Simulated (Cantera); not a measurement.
An isothermal, constant-pressure homogeneous reactor starts with C₂H₄ : H₂ = 1 : 9.2 (molar parts), at 1623 K and 0.00390 bar.

Detailed kinetics in Cantera: GRI-Mech 3.0 (53 species, 325 reactions). GRI-Mech 3.0 was tuned for natural gas; its chemistry of ethylene as a main component is partial and can be far from experiment. GRI-Mech 3.0 stops at C3 and has no aromatics, soot or wall deposition, so with more carbon than oxygen in the feed, carbon stays in small species such as C2H2 where larger ones or solid carbon would form. Radical loss at walls, strong at low pressure, is not modelled.

x: mole fraction; the columns are a selection and need not sum to one.

| t (s) | x C₂H₄ | x H₂ | x C₂H | x C₂H₂ | x CH₃ |
|---|---|---|---|---|---|
| 0.000400 | 0.0979 | 0.902 | <1e-12 | 0.000121 | 3.59e-11 |
| 0.00110 | 0.0977 | 0.902 | <1e-12 | 0.000332 | 1.77e-10 |
| 0.00301 | 0.0970 | 0.902 | 3.48e-12 | 0.000911 | 5.42e-10 |
| 0.00826 | 0.0953 | 0.902 | 2.64e-11 | 0.00250 | ? |
| 0.0227 | 0.0905 | 0.903 | 1.98e-10 | 0.00688 | ? |
| 0.0622 | 0.0775 | 0.904 | 1.35e-9 | 0.0187 | ? |
| 0.171 | 0.0478 | 0.906 | 6.07e-9 | 0.0457 | ? |
| 0.469 | 0.0104 | 0.910 | 1.98e-8 | 0.0798 | ? |
| 1.29 | 4.07e-5 | 0.910 | 9.76e-8 | 0.0892 | ? |
| 3.53 | 2.99e-5 | 0.910 | 2.92e-7 | 0.0892 | ? |
| 9.68 | 2.87e-5 | 0.910 | 3.93e-7 | 0.0892 | ? |
| 26.6 | 2.86e-5 | 0.910 | 3.96e-7 | 0.0892 | ? |
| 72.9 | 2.86e-5 | 0.910 | 3.96e-7 | 0.0892 | ? |
| 200 | 2.86e-5 | 0.910 | 3.95e-7 | 0.0891 | ? |

Question: Some entries are withheld; supply them.

Answer: 
- 0.00826, x CH₃: 1.26e-9
- 0.0227, x CH₃: 2.45e-9
- 0.0622, x CH₃: 4.63e-9
- 0.171, x CH₃: 7.03e-9
- 0.469, x CH₃: 1.21e-8
- 1.29, x CH₃: 5.57e-8
- 3.53, x CH₃: 1.79e-7
- 9.68, x CH₃: 3.45e-7
- 26.6, x CH₃: 6.70e-7
- 72.9, x CH₃: 1.53e-6
- 200, x CH₃: 3.49e-6
